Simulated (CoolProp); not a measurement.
Model: reference Helmholtz-energy equation of state, McLinden 2020, in CoolProp.

### Question
Give the vapour pressure (MPa), liquid density (kg/m³), vapour density (kg/m³), enthalpy of vaporisation (kJ/kg) of saturated R1336mzz(Z) at 11.25 °C.

### Answer
```json
[
 {"T (°C)": "11.25", "p (MPa)": "0.0416", "liquid density (kg/m³)": "1400", "vapour density (kg/m³)": "2.97", "enthalpy of vaporisation (kJ/kg)": "175"}
]
```
